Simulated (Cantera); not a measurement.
# Catalytic stagnation flow on Pt

A jet of 1.83 % CH₄, 12.9 % O₂, 85.2 % N₂, equivalence ratio 0.28 at 300 K and 0.444 atm hits a platinum plate 2.9 cm away at a mass flux of 0.076 kg/m²/s; the plate temperature is set and raised in steps from an oxygen-covered start.

Cantera simulation using Deutschmann's 1995 Pt surface mechanism with GRI-Mech 3.0 gas chemistry; the numbers are that mechanism's predictions, not measurements. Catalytic surfaces can have several steady states; this one follows from the mechanism file's or the stated starting coverage.

| plate T (K) | wall x CH₄ | wall x O₂ | wall x H₂O | wall x OH | wall x CO | wall x CO₂ | θ free Pt | θ O* | θ OH* |
|---|---|---|---|---|---|---|---|---|---|
| 850 | 0.0150 | 0.122 | 0.00624 | <1e-8 | 3.20e-6 | 0.00405 | 0.0811 | 0.918 | 0.00120 |
| 900 | 0.0115 | 0.115 | 0.0128 | 1.40e-8 | 3.50e-6 | 0.00835 | 0.127 | 0.872 | 0.00168 |
| 950 | 0.00795 | 0.107 | 0.0193 | 4.42e-8 | 3.33e-6 | 0.0126 | 0.180 | 0.818 | 0.00194 |
| 1000 | 0.00536 | 0.102 | 0.0241 | 1.21e-7 | 3.00e-6 | 0.0158 | 0.239 | 0.759 | 0.00200 |
| 1050 | 0.00370 | 0.0984 | 0.0271 | 2.91e-7 | 2.71e-6 | 0.0178 | 0.300 | 0.698 | 0.00193 |
| 1100 | 0.00265 | 0.0963 | 0.0289 | 6.33e-7 | 2.51e-6 | 0.0190 | 0.361 | 0.637 | 0.00179 |
| 1150 | 0.00175 | 0.0948 | 0.0303 | 1.33e-6 | 3.72e-6 | 0.0197 | 0.421 | 0.577 | 0.00164 |
x: mole fraction at the wall; θ: surface coverage.
